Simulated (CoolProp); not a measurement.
Saturated liquid density (kg/m³) of n-decane: the reference equation beside estimates from Tc = 617.7 K, pc = 2.101 MPa, ω = 0.488.

Values from CoolProp's reference Helmholtz-energy equation of state, Lemmon 2006. It is a short technical equation, of lower accuracy than the large ones.

```tsv
T (K)	reference	van der Waals	Redlich-Kwong	Soave-Redlich-Kwong	Peng-Robinson
335.1	697.6	372.3	551.2	580.1	652.4
368.9	670.8	359.5	529.4	561.9	633.1
402.6	643.1	[?]	505.3	541.0	610.6
436.4	613.8	330.4	478.4	516.4	584.0
470.2	582.1	313.4	[?]	[?]	552.2
503.9	546.9	294.2	[?]	452.6	513.4
537.7	505.4	271.6	372.7	409.2	464.3
571.4	[?]	243.4	322.4	352.6	[?]
605.2	361.3	[?]	[?]	264.3	294.8
```

Q: Fill in the missing entries.

A: 
- 402.6, van der Waals: 345.7
- 470.2, Redlich-Kwong: 448.0
- 470.2, Soave-Redlich-Kwong: 487.4
- 503.9, Redlich-Kwong: 413.4
- 571.4, reference: 451.9
- 571.4, Peng-Robinson: 398.8
- 605.2, van der Waals: 200.4
- 605.2, Redlich-Kwong: 248.1

Absolute difference from the reference over all 9 rows, mean and median: van der Waals 46.1 and 46.2 %, Redlich-Kwong 24.4 and 23.0 %, Soave-Redlich-Kwong 18.5 and 16.8 %, Peng-Robinson 8.0 and 6.1 %.
